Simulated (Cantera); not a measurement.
## Silicon epitaxy and polysilicon growth: SiHCl3 + N2

Input: 1 mol SiHCl3, a varied amount of N2, held at 1248.15 K and 13.3 mbar.

Equilibrium computed with Cantera from the NASA thermochemical tables; the gas is ideal and each condensed phase is pure. Candidate condensed phases: NH4Cl, Si, Si3N4; 28 gas species. N2 is the only nitrogen source here; it is nearly inert below about 1500 K, so the nitride shown seldom forms there in practice. The tables' values for SiCl3 are old estimates; treat these amounts as uncertain. Kinetics and transport are ignored.

```csv
n(N2) (mol),log p N2,log p HCl,log p SiCl4,log p H2,log p SiCl3,log p SiCl2,n Si3N4(s)
7.1,-1.96,-2.86,-3.09,-3.95,-4.31,-4.68,0.150
9.1,-1.94,-2.95,-3.19,-4.08,-4.39,-4.73,0.151
12,-1.93,-3.05,-3.30,-4.23,-4.48,-4.79,0.151
15,-1.92,-3.13,-3.39,-4.36,-4.55,-4.84,0.152
20,-1.91,-3.24,-3.51,-4.53,-4.64,-4.91,0.152
25,-1.90,-3.33,-3.61,-4.66,-4.71,-4.96,0.153
33,-1.89,-3.44,-3.73,-4.82,-4.80,-5.02,0.153
42,-1.89,-3.54,-3.84,-4.97,-4.88,-5.07,0.153
55,-1.89,-3.65,-3.96,-5.13,-4.97,-5.13,0.152
71,-1.88,-3.76,-4.07,-5.28,-5.06,-5.19,0.152
```
log p: log10 of the partial pressure in bar; n: condensed amount in mol.

From 7.1 mol N2 to 71 mol N2 the condensed part is Si3N4(s). The main Si-bearing gas is SiCl4 throughout.
